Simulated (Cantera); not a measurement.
Input: 1 mol BN, 0.85 mol Cl2, 89 mol H2, equilibrated at 975 K and 3.10 Pa.

These are equilibrium values from Cantera (NASA tables, ideal gas, pure condensed phases), not measurements of a reactor. Candidate condensed phases: B, BN, NH4Cl; 21 gas species. The numbers say what is thermodynamically allowed, not how fast it happens.

Base state: H2 0.981, HCl 0.0189 (mole fractions); condensed: BN(s).

Question: What changes in the equilibrium state with this change: Cl2 from 0.85 to 7.9 mol?

Answer: 
| species | before | after |
|---|---|---|
| H2 | 0.981 | 0.837 |
| HCl | 0.0189 | 0.163 |
| BN(s), mol | 1.000 | 1.000 |
